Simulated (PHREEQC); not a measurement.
Solution (20 °C and 500 atm): 22 mmol/kgw CdCl2, 0.79 mmol/kgw ZnCl2, 2.5 mmol/kgw HCl and 0.35 mmol/kgw NaCl. Closed to the air; pH follows from the charge balance.

Equilibrium calculation in PHREEQC: ion-association model, phreeqc.dat.

Precipitation was switched off in this run.

Order these Cl species by the share of Cl that they hold, largest first: CdCl+, CdCl2, Cl-.

Cl- (69 %), CdCl+ (26 %), CdCl2 (4.9 %)

Order these Cd species by the share of Cd that they hold, largest first: CdCl+, Cd+2, CdCl2.

CdCl+ (57 %), Cd+2 (38 %), CdCl2 (5.3 %)

The pH is 2.67 and the ionic strength 0.0427 mol/kgw. Under pressure, the constants of complexes without a molar volume in the database are unreliable.
